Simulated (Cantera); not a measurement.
# Fluorocarbon and chlorocarbon gases: CF₄ + CH₄ + H₂

Charge: 1 mol CF₄, 0.16 mol CH₄, 18 mol H₂, equilibrated at 370 Pa.

Method: chemical equilibrium by Gibbs-energy minimisation in Cantera with the NASA 1993 tables (ideal gas, pure condensed phases). Candidate condensed phases: C, C₆H₆, C₇H₈, C₈H₁₈; 95 gas species. Equilibrium is a limit: real reactors are often held back by kinetics, nucleation or transport.

```csv
T (K),x H₂,x HF,x H,x C₂H₂ (acetylene),x CH₄,n C(graphite)
925,0.803,0.197,3.83e-9,1.02e-10,0.000541,1.15
1025,0.803,0.197,6.42e-8,1.77e-9,0.000175,1.16
1125,0.803,0.197,6.55e-7,1.84e-8,6.88e-5,1.16
1225,0.803,0.197,4.59e-6,1.30e-7,3.13e-5,1.16
1325,0.803,0.197,2.41e-5,6.83e-7,1.60e-5,1.16
1425,0.803,0.197,0.000100,2.83e-6,8.99e-6,1.16
1525,0.803,0.197,0.000348,9.71e-6,5.44e-6,1.16
1625,0.802,0.197,0.00104,2.85e-5,3.50e-6,1.16
1725,0.801,0.197,0.00273,7.38e-5,2.37e-6,1.16
1825,0.797,0.196,0.00646,0.000171,1.67e-6,1.15
1925,0.790,0.195,0.0140,0.000362,1.21e-6,1.15
2025,0.777,0.194,0.0279,0.000703,8.89e-7,1.13
2125,0.755,0.192,0.0519,0.00127,6.56e-7,1.11
```
x: gas mole fraction; n: condensed amount in mol.

From 925 K to 2125 K the condensed part is C(graphite). The main C-bearing gas is CH₄ at 925 K and C₂H₂ (acetylene) at 2125 K.
